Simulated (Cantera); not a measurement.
A Cantera script and its output.

```python
import numpy as np
import cantera as ct

surf = ct.Interface("ptcombust.yaml", "Pt_surf")
gas = surf.adjacent["gas"]
gas.TPX = 300, 31000, {'H2': 0.011, 'O2': 0.15, 'N2': 0.79}
jet = ct.ImpingingJet(gas=gas, width=0.055, surface=surf)
jet.inlet.mdot, jet.inlet.T, jet.inlet.X = 0.021, 300, {'H2': 0.011, 'O2': 0.15, 'N2': 0.79}
jet.set_refine_criteria(ratio=10, slope=0.2, curve=0.3)
show, cover = ['H2', 'O2', 'H2O', 'OH'], ["PT(S)", "H(S)", "O(S)", "OH(S)", "CO(S)", "C(S)"]

rows = []
print(f"{'Ts/K':>7s}" + "".join(f"{s:>11s}" for s in show + cover) + "   (gas at the wall, coverages)")
for i, Ts in enumerate([600, 650, 700, 750, 800, 850, 900, 950]):
    jet.surface.T = Ts
    if i == 0:
        surf.TP = Ts, 31000
        surf.coverages = "PT(S):0.5, O(S):0.5"
        surf.advance_coverages(1.0)
        jet.set_initial_guess(products="inlet")
    jet.solve(loglevel=0, auto=(i == 0))
    rows.append([*(jet.X[gas.species_index(s), -1] for s in show), *surf[cover].coverages])
    print(f"{Ts:7g}" + "".join(f"{x:11.3e}" for x in rows[-1]))
```

It prints:

```
   Ts/K         H2         O2        H2O         OH      PT(S)       H(S)       O(S)      OH(S)      CO(S)       C(S)   (gas at the wall, coverages)
    600  9.501e-04  1.464e-01  2.052e-02  9.513e-13  1.076e-02  2.363e-10  9.857e-01  3.571e-03 -1.663e-18  1.537e-26
    650  9.062e-04  1.465e-01  2.045e-02  1.203e-11  1.187e-02  3.265e-10  9.857e-01  2.454e-03  6.656e-23  3.899e-27
    700  7.134e-04  1.463e-01  2.067e-02  9.819e-11  1.601e-02  6.635e-10  9.820e-01  1.973e-03  2.345e-19  6.138e-28
    750  4.329e-04  1.461e-01  2.107e-02  5.311e-10  2.813e-02  2.198e-09  9.700e-01  1.899e-03  4.472e-20  3.256e-28
    800  2.489e-04  1.459e-01  2.130e-02  2.162e-09  5.147e-02  8.058e-09  9.466e-01  1.920e-03  4.224e-20  1.256e-25
    850  1.557e-04  1.459e-01  2.137e-02  7.355e-09  8.629e-02  2.543e-08  9.118e-01  1.899e-03  2.100e-19  2.520e-25
    900  1.074e-04  1.458e-01  2.137e-02  2.186e-08  1.309e-01  6.708e-08  8.673e-01  1.820e-03  1.210e-19  3.335e-22
    950  7.969e-05  1.458e-01  2.134e-02  5.884e-08  1.826e-01  1.520e-07  8.156e-01  1.700e-03 -5.092e-21 -6.682e-32
```

Model: Deutschmann's 1995 Pt surface mechanism with GRI-Mech 3.0 gas chemistry, integrated in Cantera. Catalytic surfaces can have several steady states; this one follows from the mechanism file's or the stated starting coverage.
